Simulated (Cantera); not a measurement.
A closed system holds: 1 mol BCl3, 0.33 mol O2, 3 mol N2, 4.2 mol H2, held at 975 °C and 0.270 Torr.

Cantera equilibrium calculation (NASA polynomials, part measured and part estimated; ideal gas, pure solids and liquids). Candidate condensed phases: B, BN, B2O3, B3O3H3, H2O, NH4Cl; 49 gas species. N2 is the only nitrogen source here; it is nearly inert below about 1500 K, so the nitride shown seldom forms there in practice. Mutual solubility and eutectic melting of coexisting phases are not modelled. The tables' values for BOCl are old estimates; treat these amounts as uncertain. The numbers say what is thermodynamically allowed, not how fast it happens.

Base state: HCl 0.356, N2 0.323, H2 0.320, HBO2 0.000987, BOCl 0.000389, HBO 0.000193, H2O 0.000136, B2O3 0.000116 (mole fractions); condensed: BN(s) + B2O3(l).

Q: What changes in the equilibrium state with this change: pressure from 0.270 Torr to 480 Torr?

A: 
```csv
species,before,after
HCl,0.356,0.356
N2,0.323,0.323
H2,0.320,0.319
H2O,0.000136,0.00165
HBO2,0.000987,8.14e-5
B2O3,0.000116,6.51e-8
NH3,5.69e-9,1.01e-5
"BN(s), mol",0.562,0.569
"B2O3(l), mol",0.211,0.215
```
Gases not in the tables: H3BO3.
